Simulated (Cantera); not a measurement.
Input (Python, Cantera):

```python
import numpy as np
import cantera as ct

gas = ct.Solution("gri30.yaml")
gas.TPX = 1225, 36000, {'CH3OH': 1, 'O2': 1.07, 'N2': 4.03}
reactor = ct.IdealGasConstPressureReactor(gas, energy="on", clone=False)
net = ct.ReactorNet([reactor])
net.rtol, net.atol = 1e-08, 1e-16
show = ['CH3OH', 'O2', 'NO2', 'OH', 'CH2CO']
times = np.geomspace(4e-06, 0.3, 14)

steps = ct.SolutionArray(gas, extra=["t"])
rows = []
print(f"{'t/s':>10s}{'T/K':>9s}{'P/Pa':>11s}" + "".join(f"{s:>11s}" for s in show))
for t in times:
    while net.time < t:
        t_next = net.step()
        steps.append(gas.state, t=t_next)
    rows.append([np.interp(t, steps.t, y) for y in (steps.T, steps.P, *steps(*show).X.T)])
    print(f"{t:10.3e}{rows[-1][0]:9.1f}{rows[-1][1]:11.4g}" + "".join(f"{x:11.3e}" for x in rows[-1][2:]))
rate = np.gradient(steps.T, steps.t)
print("integrator steps:", len(steps.t))
if steps.T.max() > steps.T[0] + 200:
    print(f"time of steepest temperature rise: {steps.t[rate.argmax()]:.4e} s")
gas.TPX = 1225, 36000, {'CH3OH': 1, 'O2': 1.07, 'N2': 4.03}
gas.equilibrate("HP")
print(f"equilibrium (HP): T = {gas.T:.1f} K  " + "  ".join(f"{s} {gas[s].X[0]:.3e}" for s in show))
```

It prints:

```
       t/s      T/K       P/Pa      CH3OH         O2        NO2         OH      CH2CO
 4.000e-06   1225.0    3.6e+04  1.639e-01  1.754e-01  2.070e-27  9.901e-10  4.758e-19
 9.486e-06   1225.0    3.6e+04  1.639e-01  1.754e-01  6.355e-26  9.937e-10  2.754e-18
 2.249e-05   1225.0    3.6e+04  1.639e-01  1.754e-01  1.302e-24  9.979e-10  1.567e-17
 5.334e-05   1225.0    3.6e+04  1.639e-01  1.754e-01  2.213e-23  1.005e-09  8.870e-17
 1.265e-04   1225.0    3.6e+04  1.639e-01  1.754e-01  3.538e-22  1.017e-09  5.006e-16
 3.000e-04   1225.0    3.6e+04  1.639e-01  1.754e-01  5.441e-21  1.037e-09  2.829e-15
 7.114e-04   1225.0    3.6e+04  1.639e-01  1.754e-01  7.897e-20  1.151e-09  1.604e-14
 1.687e-03   1225.0    3.6e+04  1.639e-01  1.754e-01  1.134e-18  1.952e-09  9.222e-14
 4.000e-03   1225.1    3.6e+04  1.638e-01  1.753e-01  2.158e-17  6.637e-09  5.722e-13
 9.486e-03   1226.5    3.6e+04  1.626e-01  1.748e-01  1.638e-15  6.195e-08  6.901e-12
 2.250e-02   2549.4    3.6e+04  3.568e-16  3.308e-03  6.386e-08  1.145e-02  6.355e-17
 5.335e-02   2544.8    3.6e+04  3.690e-16  3.088e-03  1.511e-07  1.108e-02  6.580e-17
 1.265e-01   2544.5    3.6e+04  3.697e-16  3.074e-03  1.567e-07  1.106e-02  6.593e-17
 3.000e-01   2544.5    3.6e+04  3.697e-16  3.074e-03  1.567e-07  1.106e-02  6.593e-17
integrator steps: 2091
time of steepest temperature rise: 1.5093e-02 s
equilibrium (HP): T = 2544.5 K  CH3OH 3.817e-16  O2 3.074e-03  NO2 1.567e-07  OH 1.106e-02  CH2CO 7.208e-17
```

Model: GRI-Mech 3.0 (53 species, 325 reactions), integrated in Cantera. GRI-Mech 3.0 was tuned for natural gas; its chemistry of methanol as a main component is partial and can be far from experiment.
